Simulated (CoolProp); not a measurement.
Values from CoolProp's reference Helmholtz-energy equation of state, Lemmon 2016.

Question: For R115, give the phase and the speed of sound (m/s) at 417.2 K and 0.472 MPa; 437.9 K and 0.472 MPa; 458.6 K and 0.472 MPa.

Answer: 
- 417.2 K and 0.472 MPa: gas; speed of sound 151
- 437.9 K and 0.472 MPa: gas; speed of sound 155
- 458.6 K and 0.472 MPa: gas; speed of sound 159
